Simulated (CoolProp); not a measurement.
Dimethyl carbonate along the isotherm 583.2 K: Z from the reference equation and from simpler models built on Tc = 557.0 K, pc = 4.909 MPa, ω = 0.346; each cubic takes its own stable root.

Model: reference Helmholtz-energy equation of state, Zhou 2011, in CoolProp.

```csv
p (MPa),phase,reference
0.0776,gas,0.9953
0.159,gas,0.9903
0.327,gas,0.9800
0.672,gas,0.9584
1.38,gas,0.9123
2.83,gas,0.8071
5.82,supercritical,0.4894
12,supercritical,0.3761
24.5,supercritical,0.6470
```

Question: How far does each simpler model (van der Waals, Redlich-Kwong, Peng-Robinson) lie from the reference over these 9 states: mean and median of the absolute difference, and the worst?

Answer: 
- van der Waals: mean 9.7 %, median 0.9 %, worst +36.9 % at 583.2 K and 24.5 MPa
- Redlich-Kwong: mean 3.0 %, median 0.1 %, worst +12.8 % at 583.2 K and 12 MPa
- Peng-Robinson: mean 1.0 %, median 0.2 %, worst +5.7 % at 583.2 K and 12 MPa
